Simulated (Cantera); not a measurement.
Aluminium nitride and oxide growth: Al(CH3)3 + H2O + N2

Charge: 1 mol Al(CH3)3, a varied amount of H2O, 95 mol N2, held at 1248 K and 1330 Pa.

Equilibrium computed with Cantera from the NASA thermochemical tables; the gas is ideal and each condensed phase is pure. Candidate condensed phases: Al, AlN, Al2O3, C, C6H6, C7H8, C8H18, H2O; 148 gas species. The feed counts by its element totals alone. Mutual solubility and eutectic melting of coexisting phases are not modelled. Rates play no part.

| n(H2O) (mol) | log p N2 | log p H2O | log p H2 | log p CO | log p CO2 | log p HCN | n AlN(s) | n Al2O3(s) | n C(graphite) |
|---|---|---|---|---|---|---|---|---|---|
| 0.81 | -1.90 | -9.06 | -3.15 | -4.09 | -10.19 | -6.43 | 0.867 | 0.0664 | 2.39 |
| 1.1 | -1.90 | -9.04 | -3.13 | -4.09 | -10.19 | -6.42 | 0.675 | 0.162 | 2.38 |
| 1.6 | -1.90 | -9.00 | -3.10 | -4.09 | -10.19 | -6.41 | 0.344 | 0.328 | 2.38 |
| 2.3 | -1.91 | -8.85 | -3.05 | -3.98 | -9.97 | -6.39 | 0 | 0.500 | 2.20 |
| 3.2 | -1.92 | -8.48 | -3.01 | -3.66 | -9.33 | -6.37 | 0 | 0.500 | 1.30 |
| 4.6 | -1.93 | -4.99 | -2.95 | -3.43 | -5.66 | -9.55 | 0 | 0.500 | 0 |
| 6.5 | -1.93 | -3.69 | -2.94 | -3.48 | -4.42 | -10.90 | 0 | 0.500 | 0 |
| 9.1 | -1.95 | -3.32 | -2.94 | -3.55 | -4.12 | -11.32 | 0 | 0.500 | 0 |
| 13 | -1.96 | -3.06 | -2.94 | -3.63 | -3.95 | -11.68 | 0 | 0.500 | 0 |
| 18 | -1.98 | -2.87 | -2.94 | -3.72 | -3.84 | -11.98 | 0 | 0.500 | 0 |
log p: log10 of the partial pressure in bar; n: condensed amount in mol.

From 0.81 mol H2O to 1.6 mol H2O the condensed part is AlN(s) + Al2O3(s) + C(graphite). From 2.3 mol H2O to 3.2 mol H2O the condensed part is Al2O3(s) + C(graphite). From 4.6 mol H2O to 18 mol H2O the condensed part is Al2O3(s).
